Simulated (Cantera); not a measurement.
Low-pressure radical oxidation in H2/O2

A perfectly stirred reactor is fed with H2 : O2 = 0.0082 : 1 (molar parts), at 15.8 Torr; it is held at 1473 K, and followed from long to short residence time.

Model: GRI-Mech 3.0 (53 species, 325 reactions), integrated in Cantera. Radical loss at walls, strong at low pressure, is not modelled.

```
τ (s)       x H2   x O2      x OH       x O    x H2O   x H2O2       x H
------  --------  -----  --------  --------  -------  -------  --------
25       2.42e-6  0.991  0.000288  0.000349  0.00802  1.67e-9   1.83e-6
7.9      4.84e-6  0.991  0.000413  0.000724  0.00795  2.70e-9   5.45e-6
2.5      9.44e-6  0.990  0.000581   0.00144  0.00785  4.07e-9   1.53e-5
0.81     1.76e-5  0.989  0.000781   0.00263  0.00773  5.62e-9   3.75e-5
0.26     3.23e-5  0.987  0.000988   0.00421  0.00758  7.10e-9   7.63e-5
0.082    6.25e-5  0.986   0.00116   0.00566  0.00743  8.31e-9  0.000121
0.026   0.000140  0.985   0.00131   0.00643  0.00726  9.46e-9  0.000157
0.0083  0.000359  0.985   0.00151   0.00648  0.00693  1.13e-8  0.000188
0.0026  0.000992  0.985   0.00181   0.00581  0.00613  1.45e-8  0.000219
```
x: mole fraction; the columns are a selection and need not sum to one.
